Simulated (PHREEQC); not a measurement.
A column of 0.2 m (30 cells, dispersivity 0.01 m, 3600 s a shift, diffusion coefficient 3e-10 m²/s) holds 0.0078 eq of the database's cation exchanger X per kg of pore water, first in equilibrium with 0.43 mmol/kgw KCl and 0.01 mmol/kgw HCl. It is flushed with 0.011 mol SrCl2 and 1e-05 mol HCl per kg of water, at 25 °C. Values are for the last cell. No CO2 enters from the air. Precipitation was switched off in this run.

The numbers come from PHREEQC with the ion-association model, phreeqc.dat.

| pore volumes | Sr in solution (mol/kgw) | K in solution (mol/kgw) | Cl in solution (mol/kgw) | SrX2 on the exchanger (mol/kgw) |
|---|---|---|---|---|
| 0 | 0 | 0.000430 | 0.000440 | 0 |
| 0.2167 | 0 | 0.000430 | 0.000440 | 0 |
| 0.3167 | 0 | 0.000432 | 0.000442 | 0 |
| 0.4167 | 0 | 0.000495 | 0.000505 | 0 |
| 0.6167 | 0 | 0.00218 | … | 0 |
| 0.8167 | 4.38e-13 | 0.00718 | 0.00719 | 1.07e-11 |
| 0.9167 | 1.74e-8 | 0.0102 | 0.0102 | 2.11e-7 |
| 1.017 | 2.67e-5 | 0.0130 | 0.0130 | 0.000182 |
| 1.217 | … | 0.00912 | 0.0173 | 0.00304 |
| 1.417 | 0.00763 | 0.00453 | 0.0198 | 0.00356 |
| 1.517 | 0.00869 | 0.00314 | 0.0205 | 0.00368 |
| 1.617 | 0.00943 | 0.00216 | 0.0210 | 0.00375 |
| 1.817 | 0.0103 | 0.00100 | 0.0216 | 0.00383 |
| 2.017 | 0.0107 | 0.000454 | 0.0218 | 0.00387 |
| 2.117 | 0.0108 | 0.000305 | 0.0219 | 0.00388 |
| 2.217 | 0.0109 | 0.000204 | 0.0219 | 0.00389 |
| 2.417 | 0.0109 | 9.02e-5 | 0.0220 | 0.00389 |
| 2.617 | 0.0110 | 3.96e-5 | 0.0220 | 0.00390 |
| 2.717 | 0.0110 | … | 0.0220 | 0.00390 |
| 2.817 | 0.0110 | 1.73e-5 | 0.0220 | 0.00390 |
| 3.017 | 0.0110 | 7.52e-6 | 0.0220 | 0.00390 |

Question: Some entries are withheld; supply them.

Answer: 
- 0.6167, Cl in solution (mol/kgw): 0.00219
- 1.217, Sr in solution (mol/kgw): 0.00410
- 2.717, K in solution (mol/kgw): 2.62e-5

Complexes and solids missing from the database can't appear.
